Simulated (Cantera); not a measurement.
Feed: 1 mol B2O3, 0.43 mol H2O, at 2025 K and 0.133 bar.

These are equilibrium values from Cantera (NASA tables, ideal gas, pure condensed phases), not measurements of a reactor. Candidate condensed phases: B, B2O3, B3O3H3, H2O; 23 gas species. Equilibrium is a limit: real reactors are often held back by kinetics, nucleation or transport.

Base state: HBO2 0.512, B2O3 0.406, H2O 0.0702, BO2 0.00574, H2 0.00353, OH 0.000651, O2 0.000359, H 0.000313 (mole fractions); condensed: B2O3(l).

**Question.** What changes in the equilibrium state with this change: H2O from 0.43 to 5.3 mol?

**Answer.** 
| species | before | after |
|---|---|---|
| H2O | 0.0702 | 0.679 |
| HBO2 | 0.512 | 0.287 |
| B2O3 | 0.406 | 0.0132 |
| H2 | 0.00353 | 0.0104 |
| B2O2 | 1.81e-5 | 1.78e-7 |
| O2 | 0.000359 | 0.00389 |
| BO | 0.000196 | 1.95e-5 |
| B2O3(l), mol | 0.134 | 0 |
